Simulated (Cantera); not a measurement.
A perfectly stirred reactor is fed with 92.4 % N2O, 7.58 % H2O, at 82000 Pa; it is held at 1573 K, and followed from long to short residence time.

Model: GRI-Mech 3.0 (53 species, 325 reactions), integrated in Cantera. GRI-Mech 3.0 was tuned for natural gas; its chemistry of N2O as a main component is partial and can be far from experiment. The temperature is held fixed by assumption; the heat of reaction is taken as removed at once.

Predict: x(N2O) at τ = 0.530 s; x(H2O) at τ = 0.530 s; x(H) at τ = 0.530 s; x(H2O2) at τ = 0.530 s; x(NO2) at τ = 0.530 s; x(N2O) at τ = 23.0 ms; x(H2O) at τ = 23.0 ms; x(H) at τ = 23.0 ms; x(H2O2) at τ = 23.0 ms; x(NO2) at τ = 23.0 ms.


```
Property                  Result
----------------------  --------
x(N2O) at τ = 0.530 s     0.0138
x(H2O) at τ = 0.530 s     0.0520
x(H) at τ = 0.530 s      3.82e-7
x(H2O2) at τ = 0.530 s   2.88e-8
x(NO2) at τ = 0.530 s   0.000300
x(N2O) at τ = 23.0 ms      0.188
x(H2O) at τ = 23.0 ms     0.0565
x(H) at τ = 23.0 ms      1.11e-6
x(H2O2) at τ = 23.0 ms   6.51e-8
x(NO2) at τ = 23.0 ms   0.000718
```
